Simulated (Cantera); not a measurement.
Charge: 1 mol (CH₃)₂SiCl₂, 0.89 mol C₃H₈, 3.9 mol H₂, held at 2600 K.

Points: P (Pa) = 100, 220, 460, 1000, 2200, 4600, 10000, 22000, 46000, 100000.

Cantera's Mixture.equilibrate('TP', solver="vcs", rtol=1e-11, max_steps=5000) on the NASA tables stopped like this:

```
ERROR: FAILURE its = 5001!

*******************************************************************************
CanteraError thrown by MultiPhase::equilibrate:
VCS solver failed. Return code: -1
*******************************************************************************
```

**Question.** What got this run through?

**Answer.** This is not unique; one that fits is The failure is numerical, not chemical. The same input converged with solver="gibbs", rtol=1e-10, max_steps=50000, and the result passed a check of the equilibrium conditions:
```
log10 of partial pressures in bar; condensed amounts in mol
      P/Pa        H2         H       HCL        CL        Si      SiC2 C2H2,acet     C(gr)    SiC(b)
       100    -3.622    -3.227    -4.410    -4.170    -4.405    -4.872    -5.412     3.841         0
       220    -3.126    -2.979    -3.889    -3.896    -4.029    -4.495    -4.916     3.895         0
       460    -2.702    -2.767    -3.445    -3.665    -3.685    -4.151    -4.492      3.91         0
      1000    -2.287    -2.559    -3.018    -3.445    -3.340    -3.806    -4.077     3.917         0
      2200    -1.889    -2.360    -2.619    -3.245    -3.013    -3.479    -3.679      3.93         0
      4600    -1.530    -2.181    -2.271    -3.076    -2.734    -3.200    -3.320      3.95         0
     1e+04    -1.159    -1.995    -1.914    -2.905    -2.534    -3.000    -2.949     3.889    0.1587
   2.2e+04    -0.788    -1.810    -1.536    -2.712    -2.534    -3.000    -2.578     3.682    0.5444
   4.6e+04    -0.451    -1.641    -1.195    -2.540    -2.534    -3.000    -2.241     3.592    0.7062
     1e+05    -0.103    -1.468    -0.845    -2.363    -2.534    -3.000    -1.894     3.545    0.7864
```

The gas is ideal and each condensed phase is pure. The feed counts by its element totals alone. The tables' values for SiCl, SiCl3 are old estimates; treat these amounts as uncertain. Gases not in the tables: Si2H6 and higher silanes.
